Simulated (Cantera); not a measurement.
An adiabatic, constant-pressure homogeneous reactor starts with 0.787 % C₃H₈, 20.9 % O₂, 78.3 % N₂, equivalence ratio 0.19, at 1550 K and 1.01 bar.

Detailed kinetics in Cantera: GRI-Mech 3.0 (53 species, 325 reactions). GRI-Mech 3.0 was tuned for natural gas; its chemistry of propane as a main component is partial and can be far from experiment.

Q: Predict: time of steepest temperature rise; temperature at 8.00 s; equilibrium temperature; x(O₂) at 8.00 s; x(H₂) at 8.00 s; x(NO₂) at 8.00 s.

A: 
```json
{
 "time_of_steepest_temperature_rise": "46.3 µs",
 "temperature at 8.00 s": "1968 K",
 "equilibrium_temperature": "1966 K",
 "x(O₂) at 8.00 s": "0.165 (gas-phase equilibrium 0.165)",
 "x(H₂) at 8.00 s": "1.70e-5 (gas-phase equilibrium 1.68e-5)",
 "x(NO₂) at 8.00 s": "8.60e-6 (gas-phase equilibrium 9.97e-6)"
}
```
